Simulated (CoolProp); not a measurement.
A Linde-Hampson liquefier for methane: isothermal reversible compression at 250 K from 1 atm to 25 MPa, throttling to 1 atm, return gas leaving the recuperator 0 K below the feed. Each further row changes one setting.

Model: reference Helmholtz-energy equation of state, Setzmann 1991, in CoolProp.

```
case                        liquid yield per pass  compression work (kJ/kg of gas)
--------------------------  ---------------------  -------------------------------
as stated                                   0.344                              634
high pressure 50 MPa                        0.349                              720
warm-end temperature 280 K                  0.264                              740
warm-end gap 5 K                            0.336                              634
```
